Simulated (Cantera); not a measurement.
An adiabatic, constant-pressure homogeneous reactor starts with H₂ : O₂ : N₂ = 1 : 0.333 : 1.25 (molar parts), equivalence ratio 1.5, at 1750 K and 11.0 bar. Integrator tolerance rtol = 1e-08.

Detailed kinetics in Cantera: GRI-Mech 3.0 (53 species, 325 reactions). The hydrogen kinetics of GRI-Mech 3.0 are dated; newer H2 mechanisms differ, most at raised pressure. Above 3000 K some thermodynamic fits are extrapolated.

Question: What does this change do: 0.018 parts NO added?

Answer: 
```tsv
quantity	before	after
time of steepest temperature rise	0.631 µs	0.632 µs
temperature at 1.00 s	3154 K	3173 K
equilibrium temperature	3154 K	3173 K
x(H₂) at 1.00 s	0.148 (gas-phase equilibrium 0.148)	0.142 (gas-phase equilibrium 0.142)
x(O₂) at 1.00 s	0.00152 (gas-phase equilibrium 0.00152)	0.00189 (gas-phase equilibrium 0.00189)
x(H₂O₂) at 1.00 s	7.24e-7 (gas-phase equilibrium 7.24e-7)	8.37e-7 (gas-phase equilibrium 8.37e-7)
x(O) at 1.00 s	0.00222 (gas-phase equilibrium 0.00222)	0.00262 (gas-phase equilibrium 0.00262)
x(HO₂) at 1.00 s	4.02e-6 (gas-phase equilibrium 4.02e-6)	4.91e-6 (gas-phase equilibrium 4.91e-6)
x(NO) at 1.00 s	0.00402 (gas-phase equilibrium 0.00402)	0.00458 (gas-phase equilibrium 0.00458)
```

Question: What does this change do: initial temperature 1750 to 975 K?

Answer: 
```tsv
quantity	before	after
time of steepest temperature rise	0.631 µs	12.7 ms
temperature at 1.00 s	3154 K	2749 K
equilibrium temperature	3154 K	2749 K
x(H₂) at 1.00 s	0.148 (gas-phase equilibrium 0.148)	0.147 (gas-phase equilibrium 0.147)
x(O₂) at 1.00 s	0.00152 (gas-phase equilibrium 0.00152)	0.000113 (gas-phase equilibrium 0.000113)
x(H₂O₂) at 1.00 s	7.24e-7 (gas-phase equilibrium 7.24e-7)	1.17e-7 (gas-phase equilibrium 1.17e-7)
x(O) at 1.00 s	0.00222 (gas-phase equilibrium 0.00222)	0.000142 (gas-phase equilibrium 0.000142)
x(HO₂) at 1.00 s	4.02e-6 (gas-phase equilibrium 4.02e-6)	2.81e-7 (gas-phase equilibrium 2.81e-7)
x(NO) at 1.00 s	0.00402 (gas-phase equilibrium 0.00402)	0.000666 (gas-phase equilibrium 0.000666)
```
